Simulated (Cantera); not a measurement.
A Cantera script and what it prints.

```python
import numpy as np
import cantera as ct

gas_names = """
    CL CL2 N N2 Si SiCL SiCL2 SiCL3 SiCL4 SiN Si2 Si2N Si3
""".split()
cond_names = """
    Si(cr) Si(L) Si3N4(a)
""".split()


# ... load() reads the species with a 1 bar reference pressure and builds the phases ...
atoms = {
    'Si3N4': {'Si': 3, 'N': 4},
    'Cl2': {'CL': 2},
    'N2': {'N': 2},
}
top_T = {'Si3N4(a)': 2400}  # K; cautious upper limits of use, not melting points


# ... equilibrate(T, P, feed) seeds the gas with the atoms and calls Mixture.equilibrate('TP', solver="vcs", rtol=1e-11, max_steps=5000) ...
results = []
feed = {'Si3N4': 1, 'Cl2': 5.7, 'N2': 89}  # mol
P = 20000  # Pa
for T in [773, 873, 973, 1073, 1173, 1273, 1373]:
    mix = equilibrate(T, P, feed)
    results.append((T, P, feed, dict(zip(mix.species_names, mix.species_moles))))
    x = sorted(zip(gas.X, gas.species_names), reverse=True)
    print(f"T = {T:g} K  P = {P:g} Pa  gas = {mix.phase_moles(0):.4g} mol")
    print("   x: " + "  ".join(f"{s} {v:.3e}" for v, s in x if v > 1e-06))
    print("   condensed (mol): " + ("  ".join(f"{mix.phase(i).name} {mix.phase_moles(i):.4g}"
          for i in range(1, mix.n_phases) if mix.phase_moles(i) > 1e-12) or "none"))
```

It prints:

```
T = 773 K  P = 20000 Pa  gas = 93.75 mol
   x: N2 9.696e-01  SiCL4 3.040e-02
   condensed (mol): Si3N4(a) 0.05
T = 873 K  P = 20000 Pa  gas = 93.75 mol
   x: N2 9.696e-01  SiCL4 3.040e-02
   condensed (mol): Si3N4(a) 0.04999
T = 973 K  P = 20000 Pa  gas = 93.75 mol
   x: N2 9.696e-01  SiCL4 3.039e-02  SiCL3 7.453e-06
   condensed (mol): Si3N4(a) 0.04994
T = 1073 K  P = 20000 Pa  gas = 93.75 mol
   x: N2 9.696e-01  SiCL4 3.036e-02  SiCL3 5.054e-05  SiCL2 1.346e-06
   condensed (mol): Si3N4(a) 0.04958
T = 1173 K  P = 20000 Pa  gas = 93.76 mol
   x: N2 9.695e-01  SiCL4 3.020e-02  SiCL3 2.451e-04  SiCL2 1.961e-05
   condensed (mol): Si3N4(a) 0.04778
T = 1273 K  P = 20000 Pa  gas = 93.8 mol
   x: N2 9.693e-01  SiCL4 2.961e-02  SiCL3 9.123e-04  SiCL2 1.843e-04  CL 1.064e-06
   condensed (mol): Si3N4(a) 0.04
T = 1373 K  P = 20000 Pa  gas = 93.95 mol
   x: N2 9.684e-01  SiCL4 2.771e-02  SiCL3 2.691e-03  SiCL2 1.209e-03  CL 5.033e-06
   condensed (mol): Si3N4(a) 0.01005
```

Cantera equilibrium calculation (NASA polynomials, part measured and part estimated; ideal gas, pure solids and liquids). The tables' values for SiCl3 are old estimates; treat these amounts as uncertain.
